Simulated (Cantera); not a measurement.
A freely propagating, adiabatic, planar premixed flame of CH4 : O2 : N2 = 1 : 2 : 7.52 (molar parts), unburnt at 300 K and 0.200 bar; multicomponent transport, grid criteria slope 0.08 and curve 0.16, no radiation.

Computed with Cantera and GRI-Mech 3.0 (53 species, 325 reactions). Burning velocities carry a grid error of a few per cent, more on coarse grids.

Task: Predict: laminar burning velocity; thermal thickness; peak x(HCO).

Result: 
| Quantity | Value |
|---|---|
| laminar burning velocity | 57.6 cm/s |
| thermal thickness | 1.67 mm |
| peak x(HCO) | 6.70e-5 |
